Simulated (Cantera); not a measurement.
## Tantalum, niobium, vanadium and zirconium in process gases: V + O₂ + N₂

Charge: 1 mol V, 0.88 mol O₂, 83 mol N₂, equilibrated at 2527 °C and 133 Pa.

Equilibrium computed with Cantera from the NASA thermochemical tables; the gas is ideal and each condensed phase is pure. Candidate condensed phases: V, VN, VO, V₂O₃, V₂O₄, V₂O₅; 13 gas species. Equilibrium is a limit: real reactors are often held back by kinetics, nucleation or transport.

x(N₂): 0.978
x(O): 0.00908
x(VO): 0.00625
x(V): 0.00315
x(VO₂): 0.00240
x(NO): 0.000546
x(N): 9.48e-5
x(O₂): 3.73e-5
gas amount: 84.80 mol
log10 activity of V(l) (absent): -3.32
log10 activity of V₂O₅(l) (absent): -14.84
